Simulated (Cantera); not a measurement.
Gas mixture: 100 % H₂, at 13300 Pa, frozen composition.

Cantera's kinetic-theory transport with the Lennard-Jones parameters of GRI-Mech 3.0, ideal gas; thermal conductivity in the multicomponent form.

One state of this run: ρ (kg/m³) = 0.00359; cp (J/kg/K) = 14870; μ (µPa s) = 18.4; λ (mW/m/K) = 397; Pr = 0.689; D (cm²/s) H = 105; D (cm²/s) OH = 51.6; D (cm²/s) NH₃ = 41.7. D: mixture-averaged diffusion coefficient of that species in the mixture.

### Question
Which value of T (K) does it belong to?
A. 1400
B. 650
C. 900
D. 1650

### Answer
C, 900
